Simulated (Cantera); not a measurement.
# Abatement and gas-phase synthesis: HI + H2O

Charge: 1 mol HI, 8.8 mol H2O, at 3152 °C and 4.30 mbar.

These are equilibrium values from Cantera (NASA tables, ideal gas, pure condensed phases), not measurements of a reactor. Candidate condensed phases: H2O, I2; 12 gas species. Kinetics and transport are ignored.

| Item | Result |
|---|---|
| x(H) | 0.645 |
| x(O) | 0.304 |
| x(I) | 0.0358 |
| x(H2) | 0.00725 |
| x(OH) | 0.00583 |
| x(O2) | 0.00241 |
| x(H2O) | 0.000149 |
| x(HI) | 1.37e-5 |
| gas amount | 27.96 mol |
| log10 activity of I2(l) (absent) | -12.57 |
